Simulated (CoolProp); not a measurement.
A closed Brayton cycle with carbon dioxide: compressor inlet 325.15 K and 8.4 MPa, high pressure 24.1 MPa, turbine inlet 705 K, compressor efficiency 0.8, turbine efficiency 0.93, recuperator effectiveness 0.9 (on enthalpy, no pinch check). Each further row changes one setting.

Model: reference Helmholtz-energy equation of state, Span 1996, in CoolProp.

| case | thermal efficiency (%) | net work (kJ/kg) | compressor to turbine work | compressor exit (K) | turbine exit (K) |
|---|---|---|---|---|---|
| as stated | 27.9 | 60.2 | 0.49 | 414.6 | 586.7 |
| turbine inlet 655 K | 24.8 | 49.7 | 0.54 | 414.6 | 541.2 |
| compressor inlet 335.15 K | 25.8 | 52.7 | 0.55 | 431.9 | 586.7 |
| high pressure 20.5 MPa | 27.7 | 54.4 | 0.46 | 400.3 | 604.4 |
| recuperator effectiveness 0.5 | 20.4 | 60.2 | 0.49 | 414.6 | 586.7 |
